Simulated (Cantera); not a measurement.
A closed system holds: 1 mol Pb, 0.96 mol N₂, held at 0.520 bar.

Equilibrium computed with Cantera from the NASA thermochemical tables; the gas is ideal and each condensed phase is pure. Candidate condensed phases: Pb; 4 gas species. The numbers say what is thermodynamically allowed, not how fast it happens. All values below are at 1323 K.

Base state: N₂ 0.993, Pb 0.00676 (mole fractions); condensed: Pb(l).

### Question
What changes in the equilibrium state with this change: pressure from 0.520 bar to 10.0 mbar?

### Answer
```tsv
species	before	after
N₂	0.993	0.648
Pb	0.00676	0.352
Pb₂	7.82e-7	4.07e-5
Pb(l), mol	0.993	0.479
```
